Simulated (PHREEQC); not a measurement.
1 kg of water meets 20 L of dry gas (CO2 0.37, CH4 0.28, H2S 0.35 by moles) at fixed total pressure, at 25 °C; fugacities by Peng-Robinson. The gases take part in no redox reaction, some water evaporates into the gas, and hydrates or a liquid gas phase aren't modelled. No solid was allowed to form.

Equilibrium calculation in PHREEQC: ion-association model, phreeqc.dat.

Task: Predict dissolved CO2 (all carbonate carbon) (mol/kgw) at P (atm) = 1, 2, 3, 7.5, 10.

Result: 
```json
[
 {"P (atm)": "1", "dissolved CO2 (all carbonate carbon) (mol/kgw)": "0.0123"},
 {"P (atm)": "2", "dissolved CO2 (all carbonate carbon) (mol/kgw)": "0.0248"},
 {"P (atm)": "3", "dissolved CO2 (all carbonate carbon) (mol/kgw)": "0.0372"},
 {"P (atm)": "7.5", "dissolved CO2 (all carbonate carbon) (mol/kgw)": "0.0906"},
 {"P (atm)": "10", "dissolved CO2 (all carbonate carbon) (mol/kgw)": "0.119"}
]
```

Complexes and solids missing from the database can't appear.
